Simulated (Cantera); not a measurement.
## Low-pressure radical oxidation in H2/O2

An isothermal, constant-pressure homogeneous reactor starts with 1.96 % H2, 98.0 % O2, equivalence ratio 0.010, at 1398 K and 20.0 Torr.

Computed with Cantera and the H2/O2 subset of GRI-Mech 3.0, which has no nitrogen chemistry. Radical loss at walls, strong at low pressure, is not modelled.

```json
[
 {"t (s)": "2.00e-5", "x H2": "0.0196", "x O2": "0.980", "x OH": "9.80e-9", "x O": "1.01e-8", "x H2O": "1.18e-9", "x HO2": "1.75e-8", "x H2O2": "2.47e-12"},
 {"t (s)": "0.000103", "x H2": "0.0196", "x O2": "0.980", "x OH": "1.18e-7", "x O": "1.34e-7", "x H2O": "7.50e-8", "x HO2": "9.02e-8", "x H2O2": "6.28e-11"},
 {"t (s)": "0.000532", "x H2": "0.0196", "x O2": "0.980", "x OH": "2.22e-5", "x O": "2.66e-5", "x H2O": "3.07e-5", "x HO2": "5.02e-7", "x H2O2": "1.37e-9"},
 {"t (s)": "0.00274", "x H2": "0.000144", "x O2": "0.963", "x OH": "0.00248", "x O": "0.0160", "x H2O": "0.0177", "x HO2": "1.57e-6", "x H2O2": "3.99e-8"},
 {"t (s)": "0.0141", "x H2": "0.000118", "x O2": "0.966", "x OH": "0.00226", "x O": "0.0131", "x H2O": "0.0180", "x HO2": "1.44e-6", "x H2O2": "3.77e-8"},
 {"t (s)": "0.0729", "x H2": "5.29e-5", "x O2": "0.974", "x OH": "0.00152", "x O": "0.00567", "x H2O": "0.0188", "x HO2": "9.52e-7", "x H2O2": "2.87e-8"},
 {"t (s)": "0.376", "x H2": "7.01e-6", "x O2": "0.979", "x OH": "0.000555", "x O": "0.000731", "x H2O": "0.0195", "x HO2": "2.67e-7", "x H2O2": "1.08e-8"},
 {"t (s)": "1.94", "x H2": "5.05e-7", "x O2": "0.980", "x OH": "0.000149", "x O": "5.22e-5", "x H2O": "0.0197", "x HO2": "4.74e-8", "x H2O2": "1.87e-9"},
 {"t (s)": "10.0", "x H2": "6.78e-8", "x O2": "0.980", "x OH": "5.49e-5", "x O": "7.03e-6", "x H2O": "0.0198", "x HO2": "4.70e-8", "x H2O2": "4.09e-10"}
]
```
x: mole fraction; the columns are a selection and need not sum to one.

Equilibrium at this temperature and pressure: H2 5.40e-8, O2 0.980, OH 4.90e-5, O 5.60e-6, H2O 0.0198, HO2 5.07e-8, H2O2 3.53e-10 (gas phase only).
